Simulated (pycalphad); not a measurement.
An equivalent pycalphad script:

```python
from pycalphad import Database, equilibrium, calculate, variables as v
import numpy as np
db = Database('COST507.tdb')
comps = ['SI', 'V', 'VA']
phases = ['BCC_A2', 'DIAMOND_A4', 'LIQUID', 'SI2V', 'SI3V5', 'SI5V6', 'SIV3']
eq = equilibrium(db, comps, phases, {v.X('V'): 0.0349, v.T: np.arange(2600, 499, -50), v.P: 101325, v.N: 1}, output=['HM', 'SM'])
```

All values are pycalphad results on the COST 507 light-alloy database (1999) (1 atm), not direct measurements. The database dates from 1999; later assessments differ in places, in temperatures and in the compounds included. Amounts are mole fractions of atoms. Kinetics are ignored, which matters at the lower temperatures.

Results at three of the temperatures:

```
T = 2000.00 K, P = 101325 Pa, N = 1 mol of atoms
G = -102516 J/mol, H = 89744 J/mol, S = 96.13 J/(mol K)  (SER reference)
chemical potentials (J/mol): Si -98089, V -224940
phase             fraction      x(Si)       x(V)
LIQUID              1.0000     0.9651     0.0349
```

```
T = 1500.00 K, P = 101325 Pa, N = 1 mol of atoms
G = -61493 J/mol, H = 26597 J/mol, S = 58.73 J/(mol K)  (SER reference)
chemical potentials (J/mol): Si -56966, V -186667
phase             fraction      x(Si)       x(V)
DIAMOND_A4          0.8953     1.0000       none
SI2V                0.1047     0.6667     0.3333
```

```
T = 900.00 K, P = 101325 Pa, N = 1 mol of atoms
G = -30141 J/mol, H = 10203 J/mol, S = 44.83 J/(mol K)  (SER reference)
chemical potentials (J/mol): Si -25785, V -150599
phase             fraction      x(Si)       x(V)
DIAMOND_A4          0.8953     1.0000       none
SI2V                0.1047     0.6667     0.3333
```

Changes of the phase set, refined by bisection:

| T (°C) | phases above | phases below |
|---|---|---|
| 1418.3 | LIQUID | LIQUID + SI2V |
| 1401.9 | LIQUID + SI2V | DIAMOND_A4 + SI2V |

Database names, with the compositions (at.%) that they take in these runs: SI2V: Si 67 V 33. DIAMOND_A4 is diamond (Si). An entry "none" or "no" means that the model of the phase leaves that element out.
